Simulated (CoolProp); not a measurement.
Fluorine along the isotherm -115.05 °C: density (kg/m³) from the reference equation and from simpler models built on Tc = -128.7 °C, pc = 5.240 MPa, ω = 0.045; each cubic takes its own stable root.

Model: reference Helmholtz-energy equation of state, de Reuck 1990, in CoolProp.

```json
[
 {"p (MPa)": "0.0414", "phase": "gas", "reference": "1.199", "ideal gas": "1.197", "van der Waals": "1.199", "Redlich-Kwong": "1.199"},
 {"p (MPa)": "0.0699", "phase": "gas", "reference": "2.027", "ideal gas": "2.020", "van der Waals": "2.027", "Redlich-Kwong": "2.028"},
 {"p (MPa)": "0.118", "phase": "gas", "reference": "3.430", "ideal gas": "3.411", "van der Waals": "3.429", "Redlich-Kwong": "3.431"},
 {"p (MPa)": "0.199", "phase": "gas", "reference": "5.807", "ideal gas": "5.752", "van der Waals": "5.805", "Redlich-Kwong": "5.810"},
 {"p (MPa)": "0.336", "phase": "gas", "reference": "9.869", "ideal gas": "9.712", "van der Waals": "9.865", "Redlich-Kwong": "9.880"},
 {"p (MPa)": "0.567", "phase": "gas", "reference": "16.85", "ideal gas": "16.39", "van der Waals": "16.83", "Redlich-Kwong": "16.87"},
 {"p (MPa)": "0.957", "phase": "gas", "reference": "29.02", "ideal gas": "27.66", "van der Waals": "28.97", "Redlich-Kwong": "29.09"},
 {"p (MPa)": "1.61", "phase": "gas", "reference": "50.64", "ideal gas": "46.54", "van der Waals": "50.46", "Redlich-Kwong": "50.81"},
 {"p (MPa)": "2.73", "phase": "gas", "reference": "92.20", "ideal gas": "78.91", "van der Waals": "91.63", "Redlich-Kwong": "92.62"},
 {"p (MPa)": "4.6", "phase": "gas", "reference": "180.7", "ideal gas": "133.0", "van der Waals": "180.0", "Redlich-Kwong": "181.8"},
 {"p (MPa)": "7.76", "phase": "supercritical", "reference": "481.8", "ideal gas": "224.3", "van der Waals": "510.9", "Redlich-Kwong": "472.1"},
 {"p (MPa)": "13.1", "phase": "supercritical", "reference": "881.0", "ideal gas": "378.7", "van der Waals": "725.9", "Redlich-Kwong": "823.8"}
]
```
